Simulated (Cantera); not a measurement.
# Thermal oxidation and active oxidation of silicon: Si + N2O + H2

Input: 1 mol Si, 0.64 mol N2O, 1.4 mol H2, at 0.00750 Torr.

Equilibrium computed with Cantera from the NASA thermochemical tables; the gas is ideal and each condensed phase is pure. Candidate condensed phases: H2O, Si, SiO2, Si2N2O, Si3N4; 35 gas species. Mutual solubility and eutectic melting of coexisting phases are not modelled. The tables' values for SiN are old estimates; treat these amounts as uncertain. The tables hold silica as quartz up to 1696 K and as liquid above; real silica turns to tridymite and cristobalite and melts near 1996 K. Equilibrium is a limit: real reactors are often held back by kinetics, nucleation or transport.

From 1025 K to 1325 K the condensed part is SiO2(β-quartz) + Si2N2O(s). From 1375 K to 1425 K the condensed part is Si2N2O(s). From 1475 K to 1625 K the condensed part is Si(s). The main Si-bearing gas is SiO throughout.

```csv
T (K),x H2,x SiO,x N2,x Si,x H,n SiO2(β-quartz),n Si2N2O(s),n Si(s)
1025,0.882,1.43e-7,0.118,<1e-12,1.29e-6,0.0933,0.453,0
1075,0.882,2.31e-6,0.118,<1e-12,4.36e-6,0.0933,0.453,0
1125,0.882,2.89e-5,0.118,<1e-12,1.32e-5,0.0933,0.453,0
1175,0.882,0.000291,0.118,6.86e-12,3.64e-5,0.0932,0.453,0
1225,0.879,0.00242,0.118,1.71e-10,9.24e-5,0.0920,0.452,0
1275,0.862,0.0168,0.121,3.27e-9,0.000216,0.0842,0.444,0
1325,0.767,0.0978,0.135,4.69e-8,0.000453,0.0338,0.394,0
1375,0.713,0.143,0.143,2.03e-6,0.000915,0,0.360,0
1425,0.713,0.143,0.143,0.000100,0.00182,0,0.360,0
1475,0.520,0.238,0.238,0.000575,0.00296,0,0,0.358
1525,0.517,0.238,0.238,0.00189,0.00538,0,0,0.355
1575,0.512,0.236,0.236,0.00574,0.00941,0,0,0.344
1625,0.502,0.233,0.233,0.0163,0.0158,0,0,0.314
```
x: gas mole fraction; n: condensed amount in mol.
